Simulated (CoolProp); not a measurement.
The fluid at 293.15 K and 0.0261 MPa is throttled through a valve to 0.0125 MPa with no heat exchange. The same conditions are run with several fluids, on thermodynamics alone (safety and materials aside).

Computed with CoolProp (reference Helmholtz-energy equation of state of each fluid (R1336mzz(Z): McLinden 2020; neopentane: Lemmon 2006; R143a: Lemmon and Jacobsen 2000; nitrogen: Span 2000; R245ca: Zhou 2016)).

```tsv
fluid	temperature change (K)	final density (kg/m³)
R1336mzz(Z)	-0.6	0.849
neopentane	-0.3	0.372
R143a	-0.3	0.432
nitrogen	-0.0	0.144
R245ca	-0.4	0.692
```
